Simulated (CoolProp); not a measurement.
The fluid at 293.15 K and 0.00757 MPa flows at 1.1 m/s in a round tube of 25 mm bore and 45 µm roughness, fully developed (64/Re and Nu = 3.66 if laminar; Colebrook and Gnielinski if turbulent). The same conditions are run with several fluids, on thermodynamics alone (safety and materials aside).

Computed with CoolProp (reference Helmholtz-energy equation of state of each fluid (methanol: de Reuck 1993; dry air: Lemmon 2000; propane: Lemmon 2009; isobutane: Bücker 2006; R143a: Lemmon and Jacobsen 2000)). Blends and air are pseudo-pure fits.

Q: Rank methanol, dry air, propane, isobutane, R143a by Reynolds number, highest first.

A: isobutane (673), R143a (658), propane (470), methanol (291), dry air (136)

```json
[
 {"fluid": "methanol", "Darcy friction factor": "0.220", "pressure drop (Pa/m)": "0.534", "heat-transfer coefficient (W/(m² K))": "2.15", "mass flow (kg/h)": "0.195"},
 {"fluid": "dry air", "Darcy friction factor": "0.471", "pressure drop (Pa/m)": "1.02", "heat-transfer coefficient (W/(m² K))": "3.78", "mass flow (kg/h)": "0.175"},
 {"fluid": "propane", "Darcy friction factor": "0.136", "pressure drop (Pa/m)": "0.452", "heat-transfer coefficient (W/(m² K))": "2.60", "mass flow (kg/h)": "0.267"},
 {"fluid": "isobutane", "Darcy friction factor": "0.0952", "pressure drop (Pa/m)": "0.417", "heat-transfer coefficient (W/(m² K))": "2.40", "mass flow (kg/h)": "0.352"},
 {"fluid": "R143a", "Darcy friction factor": "0.0973", "pressure drop (Pa/m)": "0.615", "heat-transfer coefficient (W/(m² K))": "2.11", "mass flow (kg/h)": "0.508"}
]
```

Transport values come from each fluid's own correlations; those of R143a are estimates that may be off by 10 % or more.
